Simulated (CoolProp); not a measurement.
Ethane along the isobar 19.1 MPa: fugacity coefficient from the reference equation and from simpler models built on Tc = 305.3 K, pc = 4.872 MPa, ω = 0.099; each cubic takes its own stable root.

Model: reference Helmholtz-energy equation of state, Bücker 2006, in CoolProp.

```csv
T (K),phase,reference
216.9,liquid,0.03844
228.1,liquid,0.05493
239.3,liquid,0.07530
250.6,liquid,0.09981
261.8,liquid,0.1279
273.1,liquid,0.1599
284.3,liquid,0.1947
295.5,liquid,0.2323
306.8,supercritical,0.2723
318,supercritical,0.3135
329.3,supercritical,0.3559
340.5,supercritical,0.3982
351.7,supercritical,0.4401
363,supercritical,0.4815
```

How far does each simpler model (van der Waals, Soave-Redlich-Kwong, Peng-Robinson) lie from the reference over these 14 states: mean and median of the absolute difference, and the worst?


- van der Waals: mean 56.7 %, median 35.6 %, worst +192.7 % at 216.9 K and 19.1 MPa
- Soave-Redlich-Kwong: mean 4.7 %, median 5.0 %, worst +5.3 % at 306.8 K and 19.1 MPa
- Peng-Robinson: mean 3.7 %, median 3.4 %, worst -4.6 % at 216.9 K and 19.1 MPa
